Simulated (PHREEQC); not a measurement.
Dissolve 150 mmol/kgw MgCl2 and 130 mmol/kgw Na2SO4 at 20 °C. Closed to the air; pH follows from the charge balance.

Equilibrium calculation in PHREEQC: ion-association model, phreeqc.dat.

Task: The ionic strength comes out as 0.585 mol/kgw. What activity coefficients do Cl-, NaSO4-, Mg+2, Na+, SO4-2 get?

Result: Cl- 0.64, NaSO4- 0.69, Mg+2 0.29, Na+ 0.72, SO4-2 0.19.

This is a speciation only: nothing precipitates in the calculation. Species that the database lacks are ignored.
